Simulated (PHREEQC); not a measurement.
A column of 0.1 m (40 cells, dispersivity 0.0035 m, 300 s a shift, diffusion coefficient 3e-10 m²/s) holds 0.11 eq of the database's cation exchanger X per kg of pore water, first in equilibrium with 88 mmol/kgw KCl, 2.4 mmol/kgw SrCl2 and 0.01 mmol/kgw HCl. It is flushed with 0.0045 mol LiCl, 0.04 mol BaCl2 and 1e-05 mol HCl per kg of water, at 25 °C. Values are for the last cell. No CO2 enters from the air. No solid was allowed to form.

Base run: PHREEQC, ion-association model, phreeqc.dat. Each further column changes one thing. The table gives Ba in solution (mol/kgw).

```csv
pore volumes,base,exchange capacity from 0.11 to 0.055 eq/kgw,dispersivity from 0.0035 to 0.007 m
0,0,0,0
0.4625,9.84e-14,1.48e-9,3.06e-9
0.9125,5.69e-7,0.000179,4.06e-5
1.363,0.000148,0.00794,0.00137
1.812,0.00414,0.0274,0.00882
2.263,0.0192,0.0368,0.0206
2.712,0.0316,0.0393,0.0297
3.163,0.0371,0.0399,0.0349
3.612,0.0391,0.0400,0.0376
4.062,0.0397,0.0400,0.0389
4.513,0.0399,0.0400,0.0395
4.963,0.0400,0.0400,0.0398
```
